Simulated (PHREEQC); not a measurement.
PHREEQC input (ion-association model, wateq4f.dat):

```
SOLUTION_MASTER_SPECIES
  Amm  AmmH+  0  AmmH  17.031  # ammonia with no redox link, constants of NH4+
SOLUTION_SPECIES
  AmmH+ = AmmH+
    -log_k 0
  AmmH+ = Amm + H+
    -log_k -9.252
    -delta_h 12.48 kcal
    -analytic 0.6322 -0.001225 -2835.76
    -gamma 2.5 0.0
  AmmH+ + SO4-2 = AmmHSO4-
    -log_k 1.11
    -gamma 5.0 0.0
PHASES
  Amm(g)
    Amm = Amm
    -log_k 1.770
    -delta_h -8.170 kcal
EXCHANGE_SPECIES
  AmmH+ + X- = AmmHX
    -log_k 0.6
SOLUTION 1
  temp 25
  units mol/kgw
  pH 7 charge
  F 0.218
  Amm 0.1
  Si 0.003
  S(6) 4.1e-05
SOLUTION 2
  temp 25
  units mol/kgw
  pH 7 charge
  F 0.430522
  Amm 0.190174
  Si 8.7e-05
  S(6) 0.072
END
SELECTED_OUTPUT 1
  -reset false
  -pH true
  -pe true
  -ionic_strength true
  -water true
  -totals Amm F S Si S(-2) S(6)
  -molalities H+ F- SO4-2 H4SiO4 H3SiO4- H2SiO4-2 HSO4- H2S HS- S-2
    O2 OH- SiF6-2 HF HF2- H2F2 AmmH+ Amm AmmHSO4-
  -equilibrium_phases SiO2(a)
PRINT
  -reset false
MIX 1
  1 1
  2 0
EQUILIBRIUM_PHASES 1
  SiO2(a) 0 0
  O2(g) -0.68 10
END
# ... the last block is repeated for the other 10 points of share of solution B
```

Selected output (columns that matter, 11 of 11 rows; share of solution B added in front):

```
share of solution B	pH	mu	Amm	F	S	Si	m_H+	m_F-	m_SO4-2	m_HSO4-	m_OH-	m_SiF6-2	m_HF	m_HF2-
0	3.1181	0.10394	0.1	0.218	4.1e-05	0.003	0.00092494	0.075755	2.7185e-05	9.5766e-07	1.7238e-11	0.003	0.06412	0.019089
0.1	2.9867	0.1154	0.10902	0.23925	0.0072369	0.0027087	0.001258	0.069249	0.0047167	0.00021905	1.287e-11	0.0027087	0.078261	0.021354
0.2	2.8759	0.12668	0.11803	0.2605	0.014433	0.0024174	0.0016314	0.063531	0.0092443	0.00054127	1.0062e-11	0.0024174	0.091545	0.022976
0.3	2.7791	0.13779	0.12705	0.28176	0.021629	0.0021261	0.0020471	0.058466	0.013611	0.00097459	8.1209e-12	0.0021261	0.10407	0.024099
0.4	2.6927	0.14875	0.13607	0.30301	0.028825	0.0018348	0.0025071	0.053952	0.017818	0.001526	6.7078e-12	0.0018348	0.11591	0.024832
0.5	2.6143	0.15956	0.14509	0.32426	0.03602	0.0015435	0.0030135	0.049913	0.021866	0.0022021	5.6404e-12	0.0015435	0.12715	0.025262
0.6	2.5424	0.17023	0.1541	0.34551	0.043216	0.0012522	0.0035679	0.046287	0.025756	0.0030092	4.8112e-12	0.0012522	0.13783	0.025457
0.7	2.4758	0.18077	0.16312	0.36677	0.050412	0.0009609	0.0041718	0.043027	0.029489	0.0039526	4.1527e-12	0.0009609	0.148	0.025473
0.8	2.4137	0.1912	0.17214	0.38802	0.057608	0.0006696	0.0048262	0.040092	0.033068	0.0050366	3.6206e-12	0.0006696	0.15772	0.025354
0.9	2.3556	0.20151	0.18116	0.40927	0.064804	0.0003783	0.0055311	0.03745	0.036494	0.0062641	3.1848e-12	0.0003783	0.16701	0.025137
1	2.301	0.21173	0.19017	0.43052	0.072	8.7e-05	0.0062864	0.03507	0.039772	0.0076362	2.8235e-12	8.7e-05	0.1759	0.024852
```

Complexes and solids missing from the database can't appear. wateq4f.dat counts part of the HF as a dimer, H2F2, which phreeqc.dat doesn't know; its constant is uncertain. SiF6-2 is the database's only silicon fluoride.
